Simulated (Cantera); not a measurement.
**Silicon nitride deposition: SiHCl₃ + N₂**

Input: 1 mol SiHCl₃, a varied amount of N₂, equilibrated at 1800 °C and 7.50 Torr.

These are equilibrium values from Cantera (NASA tables, ideal gas, pure condensed phases), not measurements of a reactor. Candidate condensed phases: NH₄Cl, Si, Si₃N₄; 28 gas species. The tables' values for SiCl₃, SiCl, SiN are old estimates; treat these amounts as uncertain. Rates play no part.

```tsv
n(N₂) (mol)	log p N₂	log p SiCl₂	log p HCl	log p Cl	log p H₂	log p SiCl₃
0.29	-2.90	-2.39	-2.43	-3.36	-3.56	-3.78
0.53	-2.69	-2.43	-2.48	-3.39	-3.60	-3.85
0.98	-2.49	-2.50	-2.55	-3.43	-3.67	-3.96
1.8	-2.33	-2.60	-2.66	-3.49	-3.76	-4.13
3.3	-2.21	-2.75	-2.80	-3.57	-3.88	-4.35
6.2	-2.13	-2.93	-3.00	-3.69	-4.04	-4.66
11	-2.08	-3.13	-3.21	-3.81	-4.21	-4.98
21	-2.04	-3.38	-3.47	-3.97	-4.42	-5.39
39	-2.02	-3.64	-3.73	-4.12	-4.65	-5.80
71	-2.01	-3.91	-4.00	-4.27	-4.88	-6.21
```
log p: log10 of the partial pressure in bar; nothing condenses.

From 0.29 mol N₂ to 71 mol N₂ nothing is condensed. The main Si-bearing gas is SiCl₂ throughout.
